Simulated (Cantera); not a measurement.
# NO annealing gas

A perfectly stirred reactor is fed with 33.3 % NO, 66.7 % N2, at 0.310 bar; it is held at 2075 K, and followed from long to short residence time.

Cantera simulation using GRI-Mech 3.0 (53 species, 325 reactions); the numbers are that mechanism's predictions, not measurements.

```json
[
 {"τ (s)": "24", "x NO": "0.0247", "x N2O": "4.76e-7", "x O": "0.000828", "x O2": "0.154", "x N2": "0.821"},
 {"τ (s)": "6.3", "x NO": "0.0553", "x N2O": "1.44e-6", "x O": "0.000788", "x O2": "0.139", "x N2": "0.805"},
 {"τ (s)": "1.6", "x NO": "0.132", "x N2O": "7.37e-6", "x O": "0.000678", "x O2": "0.100", "x N2": "0.767"},
 {"τ (s)": "0.42", "x NO": "0.242", "x N2O": "2.56e-5", "x O": "0.000477", "x O2": "0.0451", "x N2": "0.712"},
 {"τ (s)": "0.11", "x NO": "0.308", "x N2O": "4.30e-5", "x O": "0.000296", "x O2": "0.0125", "x N2": "0.679"},
 {"τ (s)": "0.028", "x NO": "0.327", "x N2O": "4.87e-5", "x O": "0.000210", "x O2": "0.00289", "x N2": "0.670"},
 {"τ (s)": "0.0074", "x NO": "0.332", "x N2O": "4.72e-5", "x O": "0.000167", "x O2": "0.000629", "x N2": "0.667"},
 {"τ (s)": "0.0019", "x NO": "0.333", "x N2O": "3.77e-5", "x O": "0.000107", "x O2": "8.58e-5", "x N2": "0.667"}
]
```
x: mole fraction; the columns are a selection and need not sum to one.
